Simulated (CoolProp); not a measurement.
Model: reference Helmholtz-energy equation of state, Lemmon 2013, in CoolProp.

Problem. For propylene, give the phase and the cp (kJ/(kg K)), isothermal compressibility (1/MPa), conductivity (mW/(m K)) at 33.65 °C and 0.899 MPa.

Solution. 
- 33.65 °C and 0.899 MPa: gas; cp 1.80, isothermal compressibility 1.30, conductivity 18.9

Thermal conductivity comes from a separate model (Huber 2003), an estimate that may be off by 10 % or more.
